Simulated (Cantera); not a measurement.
An isothermal, constant-pressure homogeneous reactor starts with H2 : O2 = 0.011 : 1 (molar parts), at 1373 K and 0.00266 atm.

Model: the H2/O2 subset of GRI-Mech 3.0, which has no nitrogen chemistry, integrated in Cantera. Radical loss at walls, strong at low pressure, is not modelled.

### Question
Predict: x(H2) at 10.0 s; x(O2) at 10.0 s; x(O) at 10.0 s; x(H2O2) at 10.0 s; x(H2O) at 10.0 s; x(H) at 10.0 s; x(OH) at 10.0 s.

### Answer
| Item | Value |
|---|---|
| x(H2) at 10.0 s | 1.92e-5 (gas-phase equilibrium 6.30e-8) |
| x(O2) at 10.0 s | 0.985 (gas-phase equilibrium 0.989) |
| x(O) at 10.0 s | 0.00377 (gas-phase equilibrium 1.19e-5) |
| x(H2O2) at 10.0 s | 1.89e-9 (gas-phase equilibrium 5.26e-11) |
| x(H2O) at 10.0 s | 0.0104 (gas-phase equilibrium 0.0109) |
| x(H) at 10.0 s | 8.99e-5 (gas-phase equilibrium 1.62e-8) |
| x(OH) at 10.0 s | 0.000872 (gas-phase equilibrium 5.01e-5) |
